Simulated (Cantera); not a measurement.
Cantera run, input and output.

```python
import numpy as np
import cantera as ct

gas = ct.Solution("gri30.yaml")
gas.TPX = 1625, 26000, {'CH4': 1, 'CO': 0.035, 'O2': 4.48, 'N2': 16.9}
reactor = ct.IdealGasConstPressureReactor(gas, energy="on", clone=False)
net = ct.ReactorNet([reactor])
net.rtol, net.atol = 1e-08, 1e-16
show = ['CH4', 'CO', 'O2', 'C2H', 'NO']
times = np.geomspace(8e-06, 0.1, 11)

steps = ct.SolutionArray(gas, extra=["t"])
rows = []
print(f"{'t/s':>10s}{'T/K':>9s}{'P/Pa':>11s}" + "".join(f"{s:>11s}" for s in show))
for t in times:
    while net.time < t:
        t_next = net.step()
        steps.append(gas.state, t=t_next)
    rows.append([np.interp(t, steps.t, y) for y in (steps.T, steps.P, *steps(*show).X.T)])
    print(f"{t:10.3e}{rows[-1][0]:9.1f}{rows[-1][1]:11.4g}" + "".join(f"{x:11.3e}" for x in rows[-1][2:]))
rate = np.gradient(steps.T, steps.t)
print("integrator steps:", len(steps.t))
if steps.T.max() > steps.T[0] + 200:
    print(f"time of steepest temperature rise: {steps.t[rate.argmax()]:.4e} s")
gas.TPX = 1625, 26000, {'CH4': 1, 'CO': 0.035, 'O2': 4.48, 'N2': 16.9}
gas.equilibrate("HP")
print(f"equilibrium (HP): T = {gas.T:.1f} K  " + "  ".join(f"{s} {gas[s].X[0]:.3e}" for s in show))
```

Output:

```
       t/s      T/K       P/Pa        CH4         CO         O2        C2H         NO
 8.000e-06   1625.0    2.6e+04  4.461e-02  1.561e-03  1.999e-01  1.858e-24  4.360e-15
 2.055e-05   1625.0    2.6e+04  4.461e-02  1.561e-03  1.999e-01  2.912e-22  1.979e-14
 5.278e-05   1625.0    2.6e+04  4.460e-02  1.561e-03  1.999e-01  3.495e-20  7.168e-14
 1.356e-04   1624.9    2.6e+04  4.458e-02  1.561e-03  1.999e-01  5.137e-18  2.965e-13
 3.482e-04   1625.0    2.6e+04  4.445e-02  1.563e-03  1.998e-01  1.768e-15  1.883e-12
 8.944e-04   1636.9    2.6e+04  4.076e-02  2.246e-03  1.972e-01  5.013e-11  7.406e-11
 2.297e-03   2258.4    2.6e+04  1.285e-19  1.055e-02  1.055e-01  8.316e-25  1.616e-04
 5.901e-03   2389.9    2.6e+04  1.027e-19  6.338e-03  1.063e-01  6.837e-25  8.638e-04
 1.516e-02   2409.0    2.6e+04  9.976e-20  5.478e-03  1.057e-01  5.476e-25  2.549e-03
 3.893e-02   2404.4    2.6e+04  9.563e-20  5.380e-03  1.041e-01  4.906e-25  6.017e-03
 1.000e-01   2398.2    2.6e+04  9.027e-20  5.255e-03  1.019e-01  4.228e-25  1.062e-02
integrator steps: 1567
time of steepest temperature rise: 1.1175e-03 s
equilibrium (HP): T = 2395.2 K  CH4 1.324e-19  CO 5.195e-03  O2 1.009e-01  C2H 4.272e-25  NO 1.280e-02
```

Model: GRI-Mech 3.0 (53 species, 325 reactions), integrated in Cantera.
